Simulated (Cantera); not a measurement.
Gas mixture: 23.5 % H2O, 76.5 % N2O, at 1.00 bar, frozen composition.

Cantera's kinetic-theory transport with the Lennard-Jones parameters of GRI-Mech 3.0, ideal gas; thermal conductivity in the multicomponent form. Polar gases are described roughly by these parameters. The composition is frozen, though it would react at the higher temperatures.

D: mixture-averaged diffusion coefficient of that species in the mixture.

| T (K) | ρ (kg/m³) | cp (J/kg/K) | μ (µPa s) | λ (mW/m/K) | Pr | D (cm²/s) CO2 | D (cm²/s) N2 | D (cm²/s) NO |
|---|---|---|---|---|---|---|---|---|
| 400 | 1.14 | 1074 | 18.7 | 28.5 | 0.703 | 0.211 | 0.290 | 0.284 |
| 650 | 0.702 | 1230 | 28.4 | 49.8 | 0.702 | 0.518 | 0.684 | 0.671 |
| 900 | 0.507 | 1337 | 36.8 | 70.2 | 0.700 | 0.923 | 1.20 | 1.17 |
| 1150 | 0.397 | 1409 | (withheld) | (withheld) | 0.697 | (withheld) | (withheld) | (withheld) |
| 1400 | 0.326 | 1465 | 50.9 | 107 | 0.695 | 1.98 | 2.52 | 2.47 |
| 1650 | 0.276 | 1509 | (withheld) | (withheld) | 0.692 | (withheld) | (withheld) | (withheld) |
| 1900 | 0.240 | 1545 | 63.1 | 141 | 0.691 | 3.31 | 4.19 | 4.11 |
| 2150 | 0.212 | 1572 | 68.6 | 157 | 0.689 | 4.08 | 5.15 | 5.05 |
| 2400 | 0.190 | 1594 | 73.9 | 171 | 0.687 | 4.90 | 6.18 | 6.06 |

Some entries are withheld; supply them.


- 1150, μ (µPa s): 44.2
- 1150, λ (mW/m/K): 89.3
- 1150, D (cm²/s) CO2: 1.41
- 1150, D (cm²/s) N2: 1.81
- 1150, D (cm²/s) NO: 1.78
- 1650, μ (µPa s): 57.2
- 1650, λ (mW/m/K): 125
- 1650, D (cm²/s) CO2: 2.61
- 1650, D (cm²/s) N2: 3.32
- 1650, D (cm²/s) NO: 3.25
